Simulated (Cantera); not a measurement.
**Silicon etching in halogen gases: Si + HF**

Feed: 1 mol Si, 7.4 mol HF, equilibrated at 0.00133 bar.

Cantera equilibrium calculation (NASA polynomials, part measured and part estimated; ideal gas, pure solids and liquids). Candidate condensed phases: Si; 25 gas species. The tables' values for SiF₃, SiF₂ are old estimates; treat these amounts as uncertain. Equilibrium is a limit: real reactors are often held back by kinetics, nucleation or transport.

```
T (°C)   x HF   x H₂  x SiF₄    x SiF₃
------  -----  -----  ------  --------
202     0.531  0.312   0.156    <1e-12
352     0.531  0.312   0.156    <1e-12
502     0.531  0.312   0.156  8.44e-12
652     0.531  0.312   0.156   5.10e-9
802     0.531  0.312   0.156   5.06e-7
952     0.531  0.312   0.156   1.60e-5
1102    0.531  0.312   0.156  0.000235
1252    0.533  0.311   0.154   0.00198
1402    0.539  0.304   0.144    0.0105
```
x: gas mole fraction; nothing condenses.

From 202 °C to 1402 °C nothing is condensed. The main Si-bearing gas is SiF₄ throughout.
